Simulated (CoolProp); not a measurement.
Computed with CoolProp (reference Helmholtz-energy equation of state, Akasaka 2022).

Question: For R1233zd(E), give the phase and the Z, Joule-Thomson coefficient (K/MPa), fugacity coefficient at 209.6 K and 101 kPa; 233.6 K and 101 kPa; 257.6 K and 101 kPa.

Answer: 
- 209.6 K and 101 kPa: liquid; Z 0.00519, Joule-Thomson coefficient -0.470, fugacity coefficient 0.0104
- 233.6 K and 101 kPa: liquid; Z 0.00482, Joule-Thomson coefficient -0.433, fugacity coefficient 0.0593
- 257.6 K and 101 kPa: liquid; Z 0.00454, Joule-Thomson coefficient -0.388, fugacity coefficient 0.229
